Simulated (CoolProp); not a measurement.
Saturation properties of isobutene.

Computed with CoolProp (reference Helmholtz-energy equation of state, Lemmon 2005). It is a short technical equation, of lower accuracy than the large ones.

| T (K) | p (MPa) | vapour density (kg/m³) | enthalpy of vaporisation (kJ/kg) | liquid cp (kJ/(kg K)) | surface tension (mN/m) |
|---|---|---|---|---|---|
| 314.8 | 0.4906 | ? | 339.4 | 2.476 | 9.76 |
| 323.4 | ? | 14.95 | 328.4 | 2.534 | 8.77 |
| 332.1 | 0.7616 | 18.54 | ? | ? | 7.79 |
| 340.7 | 0.9313 | 22.76 | 304.0 | 2.672 | 6.84 |
| 349.4 | ? | 27.87 | 290.3 | 2.756 | 5.91 |
| 358 | 1.355 | ? | 275.4 | 2.855 | 5.01 |
| 366.7 | 1.615 | 41.29 | 258.9 | 2.978 | 4.14 |
| 375.3 | ? | ? | 240.7 | 3.134 | 3.30 |

**Question.** Complete the blanks.

**Answer.** 
- 314.8, vapour density (kg/m³): 11.99
- 323.4, p (MPa): 0.6143
- 332.1, enthalpy of vaporisation (kJ/kg): 316.6
- 332.1, liquid cp (kJ/(kg K)): 2.599
- 349.4, p (MPa): 1.130
- 358, vapour density (kg/m³): 33.91
- 375.3, p (MPa): 1.907
- 375.3, vapour density (kg/m³): 50.19

It boils at 266.1 K under 1 atm.

Surface tension comes from a separate correlation (Mulero 2012).
